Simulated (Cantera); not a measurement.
An isothermal, constant-pressure homogeneous reactor starts with 12.5 % CH₄, 72.5 % CO₂, 15.0 % H₂, at 1300 K and 15.8 atm.

Model: GRI-Mech 3.0 (53 species, 325 reactions), integrated in Cantera. The pressure lies above the range GRI-Mech 3.0 was tuned for (to about 10 atm).

Question: Predict: x(CH₄) at 20.0 s; x(CO₂) at 20.0 s; x(H₂) at 20.0 s; x(CO) at 20.0 s; x(C₂H₄) at 20.0 s.

Answer: 
```json
{
 "x(CH₄) at 20.0 s": "0.0825 (gas-phase equilibrium 9.31e-5)",
 "x(CO₂) at 20.0 s": "0.536 (gas-phase equilibrium 0.296)",
 "x(H₂) at 20.0 s": "0.0304 (gas-phase equilibrium 0.136)",
 "x(CO) at 20.0 s": "0.169 (gas-phase equilibrium 0.384)",
 "x(C₂H₄) at 20.0 s": "0.0102 (gas-phase equilibrium 7.98e-10)"
}
```
